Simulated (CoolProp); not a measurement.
Ethylene along the isotherm 40.35 °C: Z from the reference equation and from simpler models built on Tc = 9.2 °C, pc = 5.042 MPa, ω = 0.087; each cubic takes its own stable root.

Values from CoolProp's reference Helmholtz-energy equation of state, Smukala 2000.

| p (MPa) | phase | reference | van der Waals | Peng-Robinson |
|---|---|---|---|---|
| 1.58 | gas | 0.9201 | 0.9236 | 0.9093 |
| 3.15 | gas | 0.8319 | 0.8361 | 0.8127 |
| 4.73 | gas | 0.7305 | 0.7291 | 0.7069 |
| 6.3 | supercritical | 0.6125 | 0.5864 | 0.5920 |
| 7.88 | supercritical | 0.4832 | 0.4551 | 0.4833 |
| 9.45 | supercritical | 0.4143 | 0.4551 | 0.4320 |
| 11 | supercritical | 0.4121 | 0.4858 | 0.4281 |
| 12.6 | supercritical | 0.4321 | 0.5253 | 0.4424 |
| 14.2 | supercritical | 0.4597 | 0.5676 | 0.4641 |
| 15.8 | supercritical | 0.4903 | 0.6111 | 0.4891 |
| 17.3 | supercritical | 0.5203 | 0.6523 | 0.5140 |
| 18.9 | supercritical | 0.5530 | 0.6963 | 0.5415 |
| 20.5 | supercritical | 0.5860 | 0.7404 | 0.5694 |
| 22.1 | supercritical | 0.6191 | 0.7843 | 0.5977 |
| 23.6 | supercritical | 0.6501 | 0.8254 | 0.6242 |
| 25.2 | supercritical | 0.6832 | 0.8690 | 0.6526 |
